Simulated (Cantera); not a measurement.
Charge: 1 mol SiC, 1 mol O2, 30 mol N2, 0.018 mol N2O, equilibrated at 1900 Pa.

Cantera equilibrium calculation (NASA polynomials, part measured and part estimated; ideal gas, pure solids and liquids). Candidate condensed phases: C, Si, SiC, SiO2, Si2N2O, Si3N4; 34 gas species. Mutual solubility and eutectic melting of coexisting phases are not modelled. The tables hold silica as quartz up to 1696 K and as liquid above; real silica turns to tridymite and cristobalite and melts near 1996 K. Rates play no part.

Question: What share of the Si ends up in condensed phases as a function of T (K), at 1150, 1300, 1450, 1600, 1750, 1900, 2050, 2200?

Answer: 
| T (K) | Si condensed (%) | as |
|---|---|---|
| 1150 | 100.0 | SiO2(β-quartz) + Si2N2O(s) |
| 1300 | 100.0 | SiO2(β-quartz) + Si2N2O(s) |
| 1450 | 99.7 | SiO2(β-quartz) + Si2N2O(s) |
| 1600 | 83.1 | SiO2(β-quartz) + Si2N2O(s) |
| 1750 | 1.8 | SiO2(condensed) |
| 1900 | 1.2 | SiO2(condensed) |
| 2050 | 0.0 | - |
| 2200 | 0.0 | - |
